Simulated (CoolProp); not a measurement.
Vapour-liquid equilibrium of propane (1) + neopentane (2) at 335.9 K; x and y are mole fractions of (1).

Model: multi-fluid Helmholtz-energy mixture model, Lemmon 2009 and Lemmon 2006; pair parameters Bell 2016, in CoolProp.

Give the bubble pressure and the first vapour's composition at x = 0.05, 0.65, 0.85. Is there an azeotrope?

x = 0.05: 5.349 bar, y = 0.112; x = 0.65: 13.25 bar, y = 0.858; x = 0.85: 18.13 bar, y = 0.957. No azeotrope shows between x = 0.05 and 0.95.

The pair parameters rest on a limited set of measurements; away from them the model extrapolates.
